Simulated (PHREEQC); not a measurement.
PHREEQC input (ion-association model, wateq4f.dat):

```
SOLUTION_MASTER_SPECIES
  An  An-  0  An  62.0  # stands for a non-complexing anion
SOLUTION_SPECIES
  An- = An-
    -log_k 0
    -gamma 3.0 0
PHASES
  Fix_H+
    H+ = H+
    -log_k 0
SOLUTION 1
  temp 25
  units mmol/kgw
  pH 7 charge
  S(6) 0.1195
  Ag 0.22
  Cl 0.42
  Ca 0.21
  Na 100.019
  An 100
END
SELECTED_OUTPUT 1
  -reset false
  -pH true
  -pe true
  -ionic_strength true
  -water true
  -totals Ag Ca Cl Na S S(-2) S(6)
  -molalities Hfo_wOH Hfo_wOH2+ Hfo_wO- Hfo_sOH Hfo_sOH2+ Hfo_sO- Hfo_sOHCa+2 Hfo_wOCa+ Hfo_sOAg Hfo_wOAg
    Hfo_wSO4- Hfo_wOHSO4-2
  -saturation_indices Gypsum Portlandite Cerargyrite Ag2O Ag2SO4 Halite Mirabilite
USER_PUNCH 1
  -headings sigma psi
  10 PUNCH EDL("sigma", "Hfo"), EDL("psi", "Hfo")
PRINT
  -reset false
USE solution 1
SURFACE 1
  Hfo_wOH 0.000921348 600 0.41
  Hfo_sOH 2.30337e-05
EQUILIBRIUM_PHASES 1
  Fix_H+ -4 HAn 10
    -force_equality true
  O2(g) -0.68 10
END
# ... the last block is repeated for the other 12 points of pH, with NaOH or the acid as the point needs
```

Selected output (columns that matter, 13 of 13 rows; pH added in front):

```
pH	mu	Ag	Ca	Cl	Na	S	si_Gypsum	si_Portlandite	si_Cerargyrite	si_Ag2O	si_Halite	si_Mirabilite	sigma	psi
4	0.10124	0.00021995	0.00021	0.00042	0.10002	4.4261e-06	-5.3718	-18.89	2.2721	-12.403	-6.2556	-6.9767	0.24623	0.13284
4.5	0.10112	0.0002197	0.00021	0.00042	0.10002	7.1899e-06	-5.1597	-17.89	2.2717	-11.405	-6.2555	-6.7646	0.21159	0.12518
5	0.10104	0.00021849	0.00020999	0.00042	0.10002	1.4708e-05	-4.8484	-16.89	2.2696	-10.41	-6.2551	-6.4533	0.16844	0.11371
5.5	0.10099	0.00021442	0.00020997	0.00042	0.10002	3.2137e-05	-4.5089	-15.89	2.2623	-9.4267	-6.2537	-6.1136	0.12736	0.099806
6	0.10096	0.00020692	0.00020994	0.00042	0.10002	6.0901e-05	-4.2315	-14.891	2.2485	-8.4591	-6.2514	-5.8359	0.093832	0.084965
6.5	0.10094	0.00020013	0.00020989	0.00042	0.10002	9.1462e-05	-4.0552	-13.891	2.2355	-7.4895	-6.2492	-5.6593	0.066719	0.069138
7	0.10092	0.0001949	0.00020974	0.00042	0.10002	0.00011107	-3.9713	-12.892	2.2252	-6.5136	-6.2475	-5.5749	0.043047	0.050708
7.5	0.10089	0.00018642	0.00020891	0.00042	0.10002	0.00011785	-3.9472	-11.893	2.2077	-5.5539	-6.2448	-5.5491	0.022177	0.029013
8	0.10089	0.00016651	0.0002034	0.00042	0.10008	0.00011923	-3.9537	-10.905	2.1631	-4.6559	-6.2381	-5.5435	0.0043325	0.0059606
8.5	0.10089	0.00012883	0.00017554	0.00042	0.10021	0.00011945	-4.0167	-9.969	2.0602	-3.8864	-6.2253	-5.5412	-0.010757	-0.014633
9	0.10087	8.4536e-05	0.00011279	0.00042	0.10042	0.00011949	-4.208	-9.1612	1.8871	-3.2619	-6.2096	-5.5387	-0.022463	-0.029353
9.5	0.10086	4.9918e-05	5.1453e-05	0.00042	0.10063	0.0001195	-4.5484	-8.5021	1.6658	-2.728	-6.197	-5.5363	-0.033655	-0.041686
10	0.10094	2.7267e-05	1.7335e-05	0.00041999	0.10085	0.0001195	-5.0211	-7.9749	1.4068	-2.2614	-6.1884	-5.5343	-0.048348	-0.055322
```

Along this series the solution becomes supersaturated in solids that the run did not let form, among them Cerargyrite.
